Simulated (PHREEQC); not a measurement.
Ultrapure water in contact with air or piping

Synthetic water in mg/L, 25 °C, pH 6.7, pe 8.3:

```csv
constituent,mg/L
Na,0.0105
K,0.000103
Ca,0.0426
Mg,0.0132
Cl,0.00153
S(6) as SO4,0.0547
Alkalinity as HCO3,0.151
Ba,0.000406
```

Valence states are taken as typed.

All values are PHREEQC results (ion-association model, wateq4f.dat), not measurements.

```yaml
ionic_strength: 6.04e-6 mol/kgw
charge_balance_error: 0.3 %
```

| species | molality | activity | log γ |
|---|---|---|---|
| HCO3- | 2.62e-6 | 2.62e-6 | -0.001 |
| CO2 | 1.17e-6 | 1.17e-6 | 0.000 |
| Ca+2 | 1.06e-6 | 1.05e-6 | -0.005 |
| SO4-2 | 5.69e-7 | 5.63e-7 | -0.005 |
| Mg+2 | 5.43e-7 | 5.37e-7 | -0.005 |
| Na+ | 4.57e-7 | 4.55e-7 | -0.001 |
| H+ | 2.00e-7 | 2.00e-7 | -0.001 |
| OH- | 5.03e-8 | 5.02e-8 | -0.001 |
| Cl- | 4.32e-8 | 4.30e-8 | -0.001 |
| Ba+2 | 2.95e-9 | 2.92e-9 | -0.005 |
| K+ | 2.63e-9 | 2.63e-9 | -0.001 |

This is a speciation only: nothing precipitates in the calculation. Species that the database lacks are ignored.
